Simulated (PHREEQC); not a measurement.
Dissolve 69 mmol/kgw CdCl2, 0.065 mmol/kgw NiCl2, 0.68 mmol/kgw NaHCO3 and 0.51 mmol/kgw NaCl at 25 °C. Closed to the air; pH follows from the charge balance.

All values are PHREEQC results (ion-association model, wateq4f.dat), not measurements.

**Question.** The ionic strength comes out as 0.0938 mol/kgw. What activity coefficients do Cl-, Cd+2, CdCl3-, NiHCO3+, HCO3- get?

**Answer.** Cl- 0.77, Cd+2 0.38, CdCl3- 0.79, NiHCO3+ 0.79, HCO3- 0.79.

Precipitation was switched off in this run. Examples of supersaturated solids here: Otavite. Others may be too. The database's nickel carbonate constants are estimates that later reviews lower a good deal.
